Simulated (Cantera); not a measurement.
Charge: 1 mol C₂H₅OH, 0.4 mol H₂O, equilibrated at 2525 K and 750 Torr.

Method: chemical equilibrium by Gibbs-energy minimisation in Cantera with the NASA 1993 tables (ideal gas, pure condensed phases). Candidate condensed phases: C, C₆H₆, C₇H₈, C₈H₁₈, H₂O; 110 gas species. Rates play no part.

Base state: H₂ 0.680, CO 0.288, H 0.0231, C₂H₂ (acetylene) 0.00817, CH₄ 6.67e-5, C₄H₂ 4.05e-5, CH₃ 4.05e-5, C₂H 2.10e-5 (mole fractions); condensed: C(graphite).

### Question
What changes in the equilibrium state with this change: H₂O from 0.4 to 4 mol?

### Answer
```
species            before    after
----------------  -------  -------
H₂                  0.680    0.453
H₂O               4.48e-6    0.306
CO                  0.288    0.198
CO₂               3.03e-7   0.0214
H                  0.0231   0.0189
C₂H₂ (acetylene)  0.00817    <1e-9
OH                3.25e-8  0.00271
O                   <1e-9  7.40e-5
CH₄               6.67e-5    <1e-9
C(graphite), mol    0.519        0
```
